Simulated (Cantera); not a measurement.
Mixture: CH4 : CO : O2 : N2 = 1 : 0.043 : 4.21 : 15.8 (molar parts), at 0.987 atm, adiabatic and at constant volume. Ignition delay is the time to a rise of 400 K.

Computed with Cantera and GRI-Mech 3.0 (53 species, 325 reactions).

**Question.** Predict: delay at 1050 K; delay at 1200 K; delay at 1350 K; delay at 1500 K; apparent activation energy between 1425 and 1575 K.

**Answer.** delay at 1050 K: 0.324 s
delay at 1200 K: 30.5 ms
delay at 1350 K: 4.24 ms
delay at 1500 K: 0.885 ms
apparent activation energy between 1425 and 1575 K: 170 kJ/mol
